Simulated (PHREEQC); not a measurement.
Solution (85 °C): 0.0073 mol/kgw NaHCO3 and 0.066 mol/kgw Na2CO3. Closed to the air; pH follows from the charge balance.

Equilibrium calculation in PHREEQC: ion-association model, phreeqc.dat.

Precipitation was switched off in this run.

Task: Order these Na species by the share of Na that they hold, largest first: NaHCO3, NaCO3-, Na+.

Result: Na+ (60 %), NaCO3- (40 %), NaHCO3 (0.14 %)

Task: Order these C species by the share of C that they hold, largest first: HCO3-, NaHCO3, CO3-2, NaCO3-.

Result: NaCO3- (76 %), HCO3- (13 %), CO3-2 (11 %), NaHCO3 (0.26 %)

The pH is 9.73 and the ionic strength 0.0915 mol/kgw. Species that the database lacks are ignored. Constants without temperature data keep their 25 °C values here.
